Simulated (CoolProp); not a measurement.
Vapour-liquid equilibrium of n-butane (1) + R113 (2) at 0.182 MPa; x and y are mole fractions of (1).

Values from CoolProp's multi-fluid Helmholtz-energy mixture model, Bücker 2006 and Marx 1992; pair parameters Bell 2016.

| x | bubble temperature (°C) | y at the bubble point | dew temperature at overall composition x (°C) | liquid density (mol/L) |
|---|---|---|---|---|
| 0.05 | 60.4 | 0.196 | 65.0 | 7.929 |
| 0.125 | 52.8 | 0.407 | 62.7 | 8.119 |
| 0.2 | 46.5 | 0.551 | 60.3 | 8.296 |
| 0.275 | 41.3 | 0.652 | 57.7 | 8.462 |
| 0.35 | 37.0 | 0.726 | 55.0 | 8.623 |
| 0.425 | 33.4 | 0.783 | 52.0 | 8.779 |
| 0.5 | 30.3 | 0.827 | 48.8 | 8.934 |
| 0.575 | 27.6 | 0.863 | 45.3 | 9.088 |
| 0.65 | 25.2 | 0.894 | 41.5 | 9.244 |
| 0.725 | 22.9 | 0.920 | 37.1 | 9.404 |
| 0.8 | 20.9 | 0.944 | 32.2 | 9.567 |
| 0.875 | 19.0 | 0.966 | 26.7 | 9.736 |
| 0.95 | 17.2 | 0.986 | 20.4 | 9.912 |

No azeotrope shows between x = 0.05 and 0.95.

The pair parameters rest on a limited set of measurements; away from them the model extrapolates.
